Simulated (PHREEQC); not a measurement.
Consider water at 25 °C with 0.0052 mol/kgw H3BO3 and 0.0039 mol/kgw Na2SO4. Closed to the air; pH follows from the charge balance.

Computed with PHREEQC (ion-association model, phreeqc.dat).

Precipitation was switched off in this run.

Question: Predict the pH, specific conductance.

Answer: pH 5.80; specific conductance 885 µS/cm.

Question: In which forms is Na present?

Answer: Na+ 99 %, NaSO4- 1.2 % of the Na.
